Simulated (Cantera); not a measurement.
An adiabatic, constant-pressure homogeneous reactor starts with 9.20 % CH4, 18.4 % O2, 69.2 % N2, 3.22 % CO2, equivalence ratio 1.0, at 1425 K and 19.0 bar.

Detailed kinetics in Cantera: GRI-Mech 3.0 (53 species, 325 reactions). The pressure lies above the range GRI-Mech 3.0 was tuned for (to about 10 atm).

Q: Predict: time of steepest temperature rise; temperature at 0.400 s; equilibrium temperature; x(O2) at 0.400 s; x(CO2) at 0.400 s; x(HCN) at 0.400 s; x(HCO) at 0.400 s.

A: 
| Quantity | Value |
|---|---|
| time of steepest temperature rise | 0.224 ms |
| temperature at 0.400 s | 2832 K |
| equilibrium temperature | 2832 K |
| x(O2) at 0.400 s | 0.0126 (gas-phase equilibrium 0.0126) |
| x(CO2) at 0.400 s | 0.0893 (gas-phase equilibrium 0.0893) |
| x(HCN) at 0.400 s | 4.72e-9 (gas-phase equilibrium 4.72e-9) |
| x(HCO) at 0.400 s | 1.07e-7 (gas-phase equilibrium 1.07e-7) |
